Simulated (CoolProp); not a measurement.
Vapour-liquid equilibrium of methanol (1) + dimethyl carbonate (2) at 115.45 °C; x and y are mole fractions of (1).

Computed with CoolProp (multi-fluid Helmholtz-energy mixture model, de Reuck 1993 and Zhou 2011; pair parameters Bell 2016).

| x | bubble pressure (MPa) | y at the bubble point | dew pressure at overall composition x (MPa) | liquid density (mol/L) |
|---|---|---|---|---|
| 0.05 | 0.2616 | 0.206 | 0.2235 | 10.66 |
| 0.2 | 0.3690 | 0.493 | 0.2598 | 11.55 |
| 0.35 | 0.4408 | 0.625 | 0.3078 | 12.63 |
| 0.5 | 0.4898 | 0.708 | 0.3722 | 13.95 |
| 0.65 | 0.5247 | 0.776 | 0.4559 | 15.61 |
| 0.8 | 0.5498 | 0.850 | 0.5345 | 17.74 |
| 0.95 | 0.5632 | 0.952 | 0.5631 | 20.51 |

No azeotrope shows between x = 0.05 and 0.95.

The pair parameters rest on a limited set of measurements; away from them the model extrapolates.
